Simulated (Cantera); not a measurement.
An isothermal, constant-pressure homogeneous reactor starts with 0.199 % CO, 0.328 % O₂, 0.0199 % H₂O, 99.5 % N₂, equivalence ratio 0.30, at 1325 K and 500000 Pa.

Model: GRI-Mech 3.0 (53 species, 325 reactions), integrated in Cantera.

x: mole fraction; the columns are a selection and need not sum to one.

| t (s) | x CO | x O₂ | x H₂O | x H | x NO |
|---|---|---|---|---|---|
| 0.000300 | 0.00199 | 0.00328 | 0.000199 | 5.42e-11 | <1e-12 |
| 0.000609 | 0.00199 | 0.00328 | 0.000199 | 1.97e-10 | <1e-12 |
| 0.00123 | 0.00199 | 0.00328 | 0.000199 | 9.38e-10 | <1e-12 |
| 0.00250 | 0.00199 | 0.00328 | 0.000199 | 1.03e-8 | <1e-12 |
| 0.00508 | 0.00196 | 0.00326 | 0.000197 | 6.07e-7 | 3.00e-10 |
| 0.0103 | [?] | 0.00300 | 0.000193 | 2.00e-6 | 6.08e-8 |
| 0.0209 | [?] | 0.00267 | 0.000195 | 1.03e-6 | 3.10e-7 |
| 0.0424 | [?] | 0.00244 | 0.000197 | 3.58e-7 | 6.62e-7 |
| 0.0861 | [?] | 0.00233 | 0.000198 | 8.43e-8 | 9.40e-7 |
| 0.175 | [?] | 0.00229 | 0.000198 | 1.37e-8 | 1.07e-6 |
| 0.354 | [?] | 0.00229 | 0.000199 | 1.73e-9 | 1.12e-6 |
| 0.719 | [?] | 0.00229 | 0.000199 | 2.12e-10 | 1.15e-6 |
| 1.46 | [?] | 0.00229 | 0.000199 | 3.67e-11 | 1.16e-6 |
| 2.96 | [?] | 0.00229 | 0.000199 | 1.43e-11 | 1.16e-6 |
| 6.00 | [?] | 0.00229 | 0.000199 | 1.17e-11 | 1.16e-6 |

Problem. Some entries are withheld; supply them.

Solution. 
- 0.0103, x CO: 0.00146
- 0.0209, x CO: 0.000787
- 0.0424, x CO: 0.000310
- 0.0861, x CO: 8.37e-5
- 0.175, x CO: 1.46e-5
- 0.354, x CO: 1.78e-6
- 0.719, x CO: 2.00e-7
- 1.46, x CO: 2.68e-8
- 2.96, x CO: 6.60e-9
- 6.00, x CO: 4.73e-9
